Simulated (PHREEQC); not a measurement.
A solution holds 7.4 mmol/kgw NH4HF2, 120 mmol/kgw (NH4)2SiF6 and 0.16 mmol/kgw HCl, at 25 °C. Closed to the air; pH follows from the charge balance.

Equilibrium calculation in PHREEQC: ion-association model, phreeqc.dat.

```json
[
 {"quantity": "pH", "before": "3.07", "after": "4.42"},
 {"quantity": "ionic strength (mol/kgw)", "before": "0.368", "after": "0.127"},
 {"quantity": "F- (mol/kgw)", "before": "0.00815", "after": "0.125"},
 {"quantity": "HF (mol/kgw)", "before": "0.00628", "after": "0.00509"},
 {"quantity": "HF2- (mol/kgw)", "before": "0.000192", "after": "0.00243"},
 {"quantity": "NH3 (mol/kgw)", "before": "9.46e-8", "after": "1.35e-6"}
]
```

**Question.** Name the change that produced these shifts.
A. (NH4)2SiF6 replaced by HF at the same molality
B. (NH4)2SiF6 replaced by KHF2 at the same molality
C. (NH4)2SiF6 from 0.12 to 0.132 mol/kgw
D. NH4HF2 from 0.0074 to 0.00814 mol/kgw
E. (NH4)2SiF6 replaced by NH4F at the same molality

**Answer.** E, (NH4)2SiF6 replaced by NH4F at the same molality

Precipitation was switched off in this run. SiF6-2 is the database's only silicon fluoride.
